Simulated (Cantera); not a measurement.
A closed system holds: 1 mol CO, 0.29 mol H2O, 1.1 mol N2, at 1575 °C and 13.0 mbar.

Cantera equilibrium calculation (NASA polynomials, part measured and part estimated; ideal gas, pure solids and liquids). Candidate condensed phases: C, C6H6, C7H8, C8H18, H2O; 136 gas species. The numbers say what is thermodynamically allowed, not how fast it happens.

Base state: N2 0.460, CO 0.350, CO2 0.0683, H2 0.0677, H2O 0.0529, H 0.00121, OH 6.96e-5 (mole fractions); condensed: gas only.

### Question
What changes in the equilibrium state with this change: pressure from 13.0 mbar to 0.133 bar?

### Answer
```
species   before     after
-------  -------  --------
N2         0.460     0.460
CO         0.350     0.350
CO2       0.0683    0.0682
H        0.00121  0.000379
H2        0.0677    0.0680
H2O       0.0529    0.0531
OH       6.96e-5   2.17e-5
```

### Question
What changes in the equilibrium state with this change: pressure from 13.0 mbar to 72.0 mbar?

### Answer
```tsv
species	before	after
N2	0.460	0.460
CO	0.350	0.350
CO2	0.0683	0.0682
H	0.00121	0.000515
H2	0.0677	0.0680
H2O	0.0529	0.0531
OH	6.96e-5	2.96e-5
```
